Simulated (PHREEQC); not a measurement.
Solution (25 °C): 1.2 mol K2CO3, 0.61 mol NaHCO3 and 0.00061 mol H4SiO4 per kg of water. Closed to the air; pH follows from the charge balance.

The numbers come from PHREEQC with the Pitzer model, pitzer.dat.

No solid was allowed to form.

Order these Si species by the share of Si that they hold, largest first: H2SiO4-2, H4SiO4, H3SiO4-.

H3SiO4- (81 %), H4SiO4 (18 %), H2SiO4-2 (1.1 %)

The pH is 9.95 and the ionic strength 4.21 mol/kgw. Species that the database lacks are ignored. In brines, pH and single-ion activities rest on the MacInnes convention.
